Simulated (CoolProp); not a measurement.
Hydrogen sulfide along the isotherm 220 K: Z from the reference equation and from simpler models built on Tc = 373.1 K, pc = 8999 kPa, ω = 0.101; each cubic takes its own stable root.

The numbers come from the reference Helmholtz-energy equation of state, Lemmon 2006 in CoolProp. It is a short technical equation, of lower accuracy than the large ones.

| p (kPa) | phase | reference |
|---|---|---|
| 2250 | liquid | 0.04466 |
| 4500 | liquid | 0.08911 |
| 6750 | liquid | 0.1334 |
| 9000 | liquid | 0.1774 |
| 11200 | liquid | 0.2203 |
| 13500 | liquid | 0.2649 |
| 15700 | liquid | 0.3075 |
| 18000 | liquid | 0.3517 |
| 20200 | liquid | 0.3939 |
| 22500 | liquid | 0.4379 |

Q: How far does each simpler model (van der Waals, Redlich-Kwong, Soave-Redlich-Kwong, Peng-Robinson) lie from the reference over these 10 states: mean and median of the absolute difference, and the worst?

A: 
- van der Waals: mean 50.6 %, median 50.4 %, worst +52.3 % at 220 K and 2250 kPa
- Redlich-Kwong: mean 3.4 %, median 3.3 %, worst +3.5 % at 220 K and 2250 kPa
- Soave-Redlich-Kwong: mean 3.0 %, median 3.0 %, worst +3.2 % at 220 K and 2250 kPa
- Peng-Robinson: mean 8.5 %, median 8.5 %, worst -8.6 % at 220 K and 2250 kPa
